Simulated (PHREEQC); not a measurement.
3.2 g of hydrous ferric oxide (600 m²/g; 0.2 weak and 0.005 strong sites per Fe, Dzombak-Morel constants, diffuse double layer) in 1 kg of water with 0.1 mol/kgw of an inert sodium salt, at 25 °C; the pH is set by adding NaOH or the inert anion's acid. O2 is buffered at 0.21 atm. The system is closed to CO2. No solid was allowed to form.

Equilibrium calculation in PHREEQC: ion-association model, wateq4f.dat.

Task: Predict surface charge σ (C/m²) at pH = 4.67, 11.33.

Result: 
| pH | surface charge σ (C/m²) |
|---|---|
| 4.67 | 0.254 |
| 11.33 | -0.230 |

Complexes and solids missing from the database can't appear.
